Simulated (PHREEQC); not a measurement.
Make-up at 25 °C: 5.4 mmol/kgw H3BO3, 9.6 mmol/kgw Na2SO4 and 44 mmol/kgw KCl. Closed to the air; pH follows from the charge balance.

Model: ion-association model, phreeqc.dat, run in PHREEQC.

Precipitation was switched off in this run.

**Question.** What pH, density does the model give?

**Answer.** pH 5.80; density 1.000 g/cm³.

**Question.** In which forms is Na present?

**Answer.** Na+ 98 %, NaSO4- 1.7 % of the Na.

Complexes and solids missing from the database can't appear.
